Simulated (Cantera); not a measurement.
A diamond (100) surface in a fixed gas of H2 with x(CH4) = 0.016, x(H) = 0.011, at 1250 K, 0.109 atm; coverages are run to steady state.

Computed with Cantera and the Harris–Goodwin 1993 mechanism for the reconstructed diamond (100) surface.

θ: site fractions in the mechanism's names (c6HH fully hydrogenated, c6H* and c6*H radical sites, c6** diradical, c6HM methylated).

```csv
x(CH3),growth (µm/h),θ c6HH,θ c6H*,θ c6*H,θ c6**,θ c6HM
1e-06,0.0652,0.408,0.0441,0.510,0.0377,8.57e-6
2.4e-06,0.157,0.408,0.0441,0.510,0.0377,2.06e-5
5.8e-06,0.378,0.408,0.0441,0.510,0.0377,4.97e-5
1.4e-05,[?],0.408,0.0441,0.510,0.0376,[?]
3.4e-05,2.22,0.408,0.0440,0.510,0.0376,0.000291
8.2e-05,5.34,0.408,0.0440,0.510,0.0375,0.000701
0.0002,13.0,0.407,0.0439,0.509,0.0374,0.00171
0.00048,30.9,0.405,0.0437,0.506,0.0370,0.00407
0.0012,[?],0.402,0.0432,0.501,0.0360,[?]
```

Question: What belongs in the gaps?

Answer: 
- 1.4e-05, growth (µm/h): 0.913
- 1.4e-05, θ c6HM: 0.000120
- 0.0012, growth (µm/h): 75.8
- 0.0012, θ c6HM: 0.00999
